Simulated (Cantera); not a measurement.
Feed: 1 mol V, 15 mol H2O, at 2298 K and 97.5 Torr.

Equilibrium computed with Cantera from the NASA thermochemical tables; the gas is ideal and each condensed phase is pure. Candidate condensed phases: H2O, V, VO, V2O3, V2O4, V2O5; 12 gas species. Condensed phases not in the tables: the oxides between V2O3 and V2O5 other than VO2. The numbers say what is thermodynamically allowed, not how fast it happens.

Base state: H2O 0.803, H2 0.123, VO2 0.0523, OH 0.00977, H 0.00932, O2 0.00138, O 0.000505, VO 7.92e-5 (mole fractions); condensed: V2O3(s).

What changes in the equilibrium state with this change: pressure from 97.5 Torr to 1.20 Torr?


```json
[
 {"species": "H2O", "before": "0.803", "after": "0.573"},
 {"species": "H2", "before": "0.123", "after": "0.169"},
 {"species": "H", "before": "0.00932", "after": "0.0983"},
 {"species": "O", "before": "0.000505", "after": "0.0214"},
 {"species": "O2", "before": "0.00138", "after": "0.0304"},
 {"species": "OH", "before": "0.00977", "after": "0.0537"},
 {"species": "VO2", "before": "0.0523", "after": "0.0544"},
 {"species": "VO", "before": "7.92e-5", "after": "0.000158"},
 {"species": "V2O3(s), mol", "before": "0.0801", "after": "0"}
]
```
